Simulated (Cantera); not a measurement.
Charge: 1 mol SiF4, 61 mol N2, 0.14 mol H2, held at 41.0 mbar.

Method: chemical equilibrium by Gibbs-energy minimisation in Cantera with the NASA 1993 tables (ideal gas, pure condensed phases). Candidate condensed phases: Si, Si3N4; 37 gas species. The tables' values for SiF3, SiF2 are old estimates; treat these amounts as uncertain. The numbers say what is thermodynamically allowed, not how fast it happens.

log p: log10 of the partial pressure in bar; nothing condenses.

| T (K) | log p N2 | log p SiF4 | log p HF | log p SiF3 | log p H2 | log p SiF2 | log p H |
|---|---|---|---|---|---|---|---|
| 1300 | -1.40 | -3.19 | -5.01 | -5.04 | -4.06 | -6.96 | … |
| 1350 | -1.40 | -3.19 | -4.83 | -4.86 | -4.07 | -6.64 | … |
| 1400 | -1.40 | -3.20 | -4.66 | -4.69 | -4.09 | -6.35 | … |
| 1450 | -1.40 | -3.20 | -4.51 | -4.54 | -4.12 | -6.09 | … |
| 1500 | -1.40 | -3.21 | -4.37 | -4.41 | -4.15 | -5.85 | … |
| 1550 | -1.40 | -3.22 | -4.24 | -4.28 | -4.20 | -5.63 | … |
| 1600 | -1.40 | -3.23 | -4.13 | -4.18 | -4.26 | -5.44 | … |
| 1650 | -1.40 | -3.24 | -4.03 | -4.09 | -4.34 | -5.28 | … |
| 1700 | -1.40 | -3.26 | -3.95 | -4.01 | -4.45 | -5.14 | … |
| 1750 | -1.40 | -3.27 | -3.88 | -3.95 | -4.60 | -5.03 | … |
| 1800 | -1.40 | -3.28 | -3.83 | -3.90 | -4.78 | -4.95 | … |
| 1850 | -1.40 | -3.29 | -3.79 | -3.86 | -5.00 | -4.89 | -5.77 |
| 1900 | -1.40 | -3.30 | -3.77 | -3.84 | -5.27 | -4.87 | -5.73 |

**Question.** Some entries are withheld; supply them.

**Answer.** 
- 1300, log p H: -7.99
- 1350, log p H: -7.66
- 1400, log p H: -7.36
- 1450, log p H: -7.08
- 1500, log p H: -6.83
- 1550, log p H: -6.60
- 1600, log p H: -6.39
- 1650, log p H: -6.21
- 1700, log p H: -6.06
- 1750, log p H: -5.93
- 1800, log p H: -5.84
